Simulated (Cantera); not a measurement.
Charge: 1 mol (CH3)2SiCl2, 0.0093 mol C2H4, 220 mol H2, held at 2273 K and 0.00133 bar.

Cantera equilibrium calculation (NASA polynomials, part measured and part estimated; ideal gas, pure solids and liquids). Candidate condensed phases: C, C6H6, C7H8, C8H18, Si, SiC; 109 gas species. The feed counts by its element totals alone. Rates play no part.

Q: What is the equilibrium state?

A: 
```
Quantity                              Value
--------------------------------  ---------
x(H2)                                 0.782
x(H)                                  0.203
x(HCl)                              0.00671
x(Si)                               0.00347
x(C2H2 (acetylene))                 0.00295
x(Cl)                               0.00126
x(SiC2)                            0.000436
x(SiH)                              4.32e-5
x(C2H)                              3.23e-5
n(C(graphite))                    0.290 mol
gas amount                        250.7 mol
log10 activity of Si(l) (absent)      -2.20
```
